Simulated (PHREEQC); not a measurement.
Dissolve 11 mmol/kgw HF, 7.7 mmol/kgw K2HPO4 and 99 mmol/kgw KCl at 49 °C. Closed to the air; pH follows from the charge balance.

Equilibrium calculation in PHREEQC: ion-association model, phreeqc.dat.

Task: The ionic strength comes out as 0.115 mol/kgw. What activity coefficients do Cl-, H+, HPO4-2, HF2-, K+ get?

Result: Cl- 0.75, H+ 0.81, HPO4-2 0.35, HF2- 0.76, K+ 0.74.

No solid was allowed to form. Complexes and solids missing from the database can't appear. Away from 25 °C the constants follow the database's enthalpies or fits; those with neither stay at their 25 °C values.
